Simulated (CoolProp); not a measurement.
Vapour-liquid equilibrium of methane (1) + ethylene (2) at 71.1 kPa; x and y are mole fractions of (1).

The numbers come from the multi-fluid Helmholtz-energy mixture model, Setzmann 1991 and Smukala 2000; pair parameters Bell 2016 in CoolProp.

Question: Give the bubble temperature and the first vapour's composition at x = 0.35, 0.65, 0.95. Is there an azeotrope?

Answer: x = 0.35: -157.4 °C, y = 0.992; x = 0.65: -162.1 °C, y = 0.997; x = 0.95: -165.1 °C, y = 1.000. No azeotrope shows between x = 0.05 and 0.95.

Pair parameters are fitted to limited data, so mixtures are less certain than the pure fluids. With so large a gap from Raoult's law the liquid may split in two, which this calculation doesn't test in full.
